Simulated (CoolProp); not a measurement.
Vapour pressure (kPa) of carbon dioxide: the reference equation beside estimates from Tc = 304.1 K, pc = 7377 kPa, ω = 0.224. Clausius-Clapeyron is anchored at 225.1 K with a constant enthalpy of vaporisation of 14.81 kJ/mol.

Model: reference Helmholtz-energy equation of state, Span 1996, in CoolProp.

```
T (K)  reference  Lee-Kesler  Clausius-Clapeyron  van der Waals  Redlich-Kwong  Soave-Redlich-Kwong  Peng-Robinson
-----  ---------  ----------  ------------------  -------------  -------------  -------------------  -------------
225.1      738.0       738.8               738.0           1954           1015                739.0          732.8
231.7      951.9       952.1               924.6           2247           1268                953.8          944.0
238.2       1205        1204                1140           2562              …                 1208           1194
244.8       1509        1506                1395           2909           1895                 1514           1496
251.3          …        1855                1684           3279           2273                 1869           1845
257.9       2274        2266                2019           3683           2708                 2288           2259
264.4       2744        2733                2392           4110           3187                 2765           2731
271         3291        3277                2819           4573           3728                 3319           3282
277.5       3904        3888                3288           5060           4319                 3939           3900
284.1       4609        4594                3816           5585           4979                    …           4613
290.6       5394        5383                4391           6134           5690                 5438           5406
```

Problem. Complete the blanks.

Solution. 
- 238.2, Redlich-Kwong: 1557
- 251.3, reference: 1860
- 284.1, Soave-Redlich-Kwong: 4651

Absolute difference from the reference over all 11 rows, mean and median: Lee-Kesler 0.3 and 0.3 %, Clausius-Clapeyron 10.5 and 11.2 %, van der Waals 72.5 and 62.0 %, Redlich-Kwong 20.0 and 19.1 %, Soave-Redlich-Kwong 0.6 and 0.6 %, Peng-Robinson 0.5 and 0.7 %.
